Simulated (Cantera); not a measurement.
A perfectly stirred reactor is fed with CH3OH : O2 : N2 : H2O = 1 : 2.34 : 8.81 : 2.2 (molar parts), equivalence ratio 0.64, at 100000 Pa; it is adiabatic with a 725 K inlet, and is followed from long to short residence time, starting on the burning branch (τ in s: 0.13, 0.046, 0.016, 0.0057, 0.002, 0.00072, 0.00025, 9e-05, 3.2e-05, 1.1e-05).

Detailed kinetics in Cantera: GRI-Mech 3.0 (53 species, 325 reactions). GRI-Mech 3.0 was tuned for natural gas; its chemistry of methanol as a main component is partial and can be far from experiment.

### Question
What does this change do: inlet temperature 725 to 500 K?

### Answer
| quantity | before | after |
|---|---|---|
| blow-out, bracketed by the residence times tried | burning at 0.250 ms, out at 90.0 µs | burning at 0.720 ms, out at 0.250 ms |
| x(CH3OH) at τ = 0.130 s | 1.79e-6 | 3.51e-6 |
| x(O2) at τ = 0.130 s | 0.0563 | 0.0565 |
| x(H2O) at τ = 0.130 s | 0.281 | 0.282 |
| x(NO) at τ = 0.130 s | 2.98e-5 | 4.31e-6 |
| x(HCN) at τ = 0.130 s | 2.99e-10 | 4.06e-11 |
| x(CH3OH) at τ = 0.720 ms | 6.77e-5 | 0.000133 |
| x(O2) at τ = 0.720 ms | 0.0601 | 0.0615 |
| x(H2O) at τ = 0.720 ms | 0.272 | 0.275 |
| x(NO) at τ = 0.720 ms | 4.01e-6 | 1.24e-6 |
| x(HCN) at τ = 0.720 ms | 8.39e-9 | 6.00e-9 |

### Question
What does this change do: N2 8.81 to 12 parts?

### Answer
```tsv
quantity	before	after
blow-out, bracketed by the residence times tried	burning at 0.250 ms, out at 90.0 µs	burning at 0.720 ms, out at 0.250 ms
x(CH3OH) at τ = 0.130 s	1.79e-6	3.02e-6
x(O2) at τ = 0.130 s	0.0563	0.0465
x(H2O) at τ = 0.130 s	0.281	0.232
x(NO) at τ = 0.130 s	2.98e-5	5.38e-6
x(HCN) at τ = 0.130 s	2.99e-10	5.38e-11
x(CH3OH) at τ = 0.720 ms	6.77e-5	0.000105
x(O2) at τ = 0.720 ms	0.0601	0.0510
x(H2O) at τ = 0.720 ms	0.272	0.225
x(NO) at τ = 0.720 ms	4.01e-6	1.67e-6
x(HCN) at τ = 0.720 ms	8.39e-9	9.61e-9
```
